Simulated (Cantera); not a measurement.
Input (Python, Cantera) and output of one run.

```python
import numpy as np
import cantera as ct

gas_names = """
    B BH BH2 BH3 BO BO2 B2 B2O B2O2 B2O3 B3O3H3 H HBO HBO2 HO2 H2 H2O H2O2 H3B3O6 O OH O2 O3
""".split()
cond_names = """
    B(b) B(L) B2O3(L) B3O3H3(cr) H2O(s) H2O(L)
""".split()


def load(file, names, dense=False):
    # The tables refer to 1 bar. Condensed volumes are neglected.
    table = {s.name: s for s in ct.Species.list_from_file(file)}
    out = []
    for n in names:
        d = dict(table[n].input_data)
        d["thermo"] = dict(d["thermo"], **{"reference-pressure": 1e5})
        if dense:
            d["equation-of-state"] = {"model": "constant-volume", "density": "1e6 g/cm^3"}
        out.append(ct.Species.from_dict(d))
    return out


gas = ct.Solution(thermo="ideal-gas", species=load("nasa_gas.yaml", gas_names))
cond = {s.name: ct.Solution(thermo="fixed-stoichiometry", species=[s], name=s.name)
        for s in load("nasa_condensed.yaml", cond_names, dense=True)}
atoms = {
    'B2H6': {'B': 2, 'H': 6},
    'O2': {'O': 2},
}
top_T = {}  # K; cautious upper limits of use, not melting points


def equilibrate(T, P, feed):
    n = {}
    for name, mol in feed.items():
        for a, k in atoms[name].items():
            n[a] = n.get(a, 0.0) + k * mol
    gas.TPX = T, P, n
    mass = sum(n.values()) * gas.mean_molecular_weight
    gas.equilibrate("TP")
    valid = [c for c in cond.values() if c.min_temp <= T <= top_T.get(c.name, c.max_temp)]
    mix = ct.Mixture([(gas, mass / gas.mean_molecular_weight)] + [(c, 0.0) for c in valid])
    mix.T, mix.P = T, P
    mix.equilibrate("TP", solver="vcs", rtol=1e-11, max_steps=5000)
    return mix


results = []
feed = {'B2H6': 1, 'O2': 2}  # mol
P = 1000  # Pa
for T in [1600, 1700, 1800, 1900, 2000, 2100, 2200, 2300, 2400]:
    mix = equilibrate(T, P, feed)
    results.append((T, P, feed, dict(zip(mix.species_names, mix.species_moles))))
    x = sorted(zip(gas.X, gas.species_names), reverse=True)
    print(f"T = {T:g} K  P = {P:g} Pa  gas = {mix.phase_moles(0):.4g} mol")
    print("   x: " + "  ".join(f"{s} {v:.3e}" for v, s in x if v > 1e-05))
    print("   condensed (mol): " + ("  ".join(f"{mix.phase(i).name} {mix.phase_moles(i):.4g}"
          for i in range(1, mix.n_phases) if mix.phase_moles(i) > 1e-12) or "none"))
```

Result:

```
T = 1600 K  P = 1000 Pa  gas = 3.452 mol
   x: H2 5.784e-01  HBO2 2.314e-01  H2O 1.743e-01  B2O3 1.466e-02  HBO 7.496e-04  H 4.135e-04  H3B3O6 2.651e-05  BO 1.216e-05
   condensed (mol): B2O3(L) 0.5485
T = 1700 K  P = 1000 Pa  gas = 3.987 mol
   x: H2 4.978e-01  HBO2 3.339e-01  H2O 8.556e-02  B2O3 7.822e-02  HBO 3.166e-03  H 1.040e-03  BO 1.323e-04  B2O2 9.321e-05  BO2 4.395e-05
   condensed (mol): B2O3(L) 0.0154
T = 1800 K  P = 1000 Pa  gas = 4.006 mol
   x: H2 4.932e-01  HBO2 3.235e-01  H2O 9.042e-02  B2O3 8.519e-02  HBO 4.529e-03  H 2.514e-03  BO 4.115e-04  B2O2 1.581e-04  BO2 1.323e-04  OH 3.044e-05
   condensed (mol): none
T = 1900 K  P = 1000 Pa  gas = 4.014 mol
   x: H2 4.888e-01  HBO2 3.120e-01  H2O 9.667e-02  B2O3 8.909e-02  HBO 6.081e-03  H 5.548e-03  BO 1.106e-03  BO2 3.522e-04  B2O2 2.413e-04  OH 9.013e-05
   condensed (mol): none
T = 2000 K  P = 1000 Pa  gas = 4.03 mol
   x: H2 4.816e-01  HBO2 3.006e-01  H2O 1.028e-01  B2O3 9.182e-02  H 1.129e-02  HBO 7.826e-03  BO 2.661e-03  BO2 8.494e-04  B2O2 3.463e-04  OH 2.405e-04
   condensed (mol): none
T = 2100 K  P = 1000 Pa  gas = 4.06 mol
   x: H2 4.701e-01  HBO2 2.884e-01  H2O 1.087e-01  B2O3 9.295e-02  H 2.136e-02  HBO 9.643e-03  BO 5.800e-03  BO2 1.881e-03  OH 5.881e-04  B2O2 4.671e-04  O 1.905e-05
   condensed (mol): none
T = 2200 K  P = 1000 Pa  gas = 4.113 mol
   x: H2 4.524e-01  HBO2 2.747e-01  H2O 1.145e-01  B2O3 9.187e-02  H 3.788e-02  BO 1.153e-02  HBO 1.133e-02  BO2 3.864e-03  OH 1.338e-03  B2O2 5.890e-04  O 7.807e-05
   condensed (mol): none
T = 2300 K  P = 1000 Pa  gas = 4.2 mol
   x: H2 4.263e-01  HBO2 2.580e-01  H2O 1.197e-01  B2O3 8.795e-02  H 6.319e-02  BO 2.097e-02  HBO 1.262e-02  BO2 7.413e-03  OH 2.859e-03  B2O2 6.889e-04  O 2.893e-04  O2 3.393e-05
   condensed (mol): none
T = 2400 K  P = 1000 Pa  gas = 4.338 mol
   x: H2 3.907e-01  HBO2 2.367e-01  H2O 1.234e-01  H 9.942e-02  B2O3 8.068e-02  BO 3.501e-02  BO2 1.331e-02  HBO 1.323e-02  OH 5.772e-03  O 9.836e-04  B2O2 7.422e-04  O2 1.286e-04
   condensed (mol): none
```

These are equilibrium values from Cantera (NASA tables, ideal gas, pure condensed phases), not measurements of a reactor. The feed counts by its element totals alone. Gases not in the tables: H3BO3.
